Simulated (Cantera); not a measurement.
Chlorosilane synthesis and conversion: SiCl4 + Cl2 + H2 + HCl

Feed: 1 mol SiCl4, 0.59 mol Cl2, 8 mol H2, 5.9 mol HCl, at 75.0 Torr.

Equilibrium computed with Cantera from the NASA thermochemical tables; the gas is ideal and each condensed phase is pure. Candidate condensed phases: Si; 19 gas species. The tables' values for SiCl3 are old estimates; treat these amounts as uncertain. Rates play no part.

```json
[
 {"T (K)": "523", "x HCl": "0.457", "x H2": "0.478", "x SiCl4": "0.0646", "x SiCl2": "<1e-12", "x SiCl3": "<1e-12"},
 {"T (K)": "673", "x HCl": "0.457", "x H2": "0.478", "x SiCl4": "0.0645", "x SiCl2": "<1e-12", "x SiCl3": "1.28e-9"},
 {"T (K)": "823", "x HCl": "0.457", "x H2": "0.478", "x SiCl4": "0.0645", "x SiCl2": "2.28e-10", "x SiCl3": "4.05e-7"},
 {"T (K)": "973", "x HCl": "0.457", "x H2": "0.478", "x SiCl4": "0.0642", "x SiCl2": "1.97e-7", "x SiCl3": "2.10e-5"},
 {"T (K)": "1123", "x HCl": "0.459", "x H2": "0.477", "x SiCl4": "0.0630", "x SiCl2": "2.63e-5", "x SiCl3": "0.000365"},
 {"T (K)": "1273", "x HCl": "0.463", "x H2": "0.472", "x SiCl4": "0.0581", "x SiCl2": "0.000982", "x SiCl3": "0.00295"},
 {"T (K)": "1423", "x HCl": "0.485", "x H2": "0.452", "x SiCl4": "0.0394", "x SiCl2": "0.0108", "x SiCl3": "0.0104"}
]
```
x: gas mole fraction; nothing condenses.

From 523 K to 1423 K nothing is condensed. The main Si-bearing gas is SiCl4 throughout.
